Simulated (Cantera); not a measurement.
Charge: 1 mol TiO2, 12 mol H2, held at 1225 °C and 0.100 bar.

Equilibrium computed with Cantera from the NASA thermochemical tables; the gas is ideal and each condensed phase is pure. Candidate condensed phases: H2O, Ti, TiO, TiO2, Ti2O3, Ti3O5, Ti4O7; 12 gas species. Mutual solubility and eutectic melting of coexisting phases are not modelled. Condensed phases not in the tables: Magnéli phases beyond Ti4O7. The numbers say what is thermodynamically allowed, not how fast it happens.

Base state: H2 0.984, H2O 0.0155, H 5.39e-5 (mole fractions); condensed: TiO2(rutile) + Ti4O7(s).

Problem. What changes in the equilibrium state with this change: temperature from 1225 °C to 852 °C?

Solution. 
```json
[
 {"species": "H2", "before": "0.984", "after": "1.000"},
 {"species": "H2O", "before": "0.0155", "after": "0.000436"},
 {"species": "H", "before": "5.39e-5", "after": "1.40e-7"},
 {"species": "TiO2(rutile), mol", "before": "0.254", "after": "0.979"},
 {"species": "Ti4O7(s), mol", "before": "0.187", "after": "0.00523"}
]
```
